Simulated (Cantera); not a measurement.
A closed system holds: 1 mol Hg, 0.037 mol O2, 0.56 mol N2, at 0.170 bar.

Method: chemical equilibrium by Gibbs-energy minimisation in Cantera with the NASA 1993 tables (ideal gas, pure condensed phases). Candidate condensed phases: Hg, HgO; 10 gas species. The numbers say what is thermodynamically allowed, not how fast it happens.

log p: log10 of the partial pressure in bar; n: condensed amount in mol.

| T (K) | log p Hg | log p N2 | log p O2 | log p NO | n HgO(s) |
|---|---|---|---|---|---|
| 548 | -0.97 | -1.19 | -5.59 | [?] | 0.0740 |
| 648 | -0.97 | -1.22 | -2.40 | [?] | 0 |
| 748 | -0.97 | -1.22 | -2.40 | [?] | 0 |
| 848 | -0.97 | -1.22 | -2.40 | [?] | 0 |
| 948 | -0.97 | -1.22 | -2.40 | [?] | 0 |
| 1048 | -0.97 | -1.22 | -2.40 | [?] | 0 |
| 1148 | -0.97 | -1.22 | -2.40 | [?] | 0 |
| 1248 | -0.97 | -1.22 | -2.41 | [?] | 0 |
| 1348 | -0.97 | -1.22 | -2.41 | [?] | 0 |
| 1448 | -0.97 | -1.22 | -2.41 | [?] | 0 |
| 1548 | -0.97 | -1.22 | -2.41 | [?] | 0 |
| 1648 | -0.97 | -1.22 | -2.41 | [?] | 0 |

### Question
What belongs in the gaps?

### Answer

- 548, log p NO: -11.44
- 648, log p NO: -8.52
- 748, log p NO: -7.54
- 848, log p NO: -6.78
- 948, log p NO: -6.19
- 1048, log p NO: -5.71
- 1148, log p NO: -5.31
- 1248, log p NO: -4.98
- 1348, log p NO: -4.70
- 1448, log p NO: -4.45
- 1548, log p NO: -4.24
- 1648, log p NO: -4.05
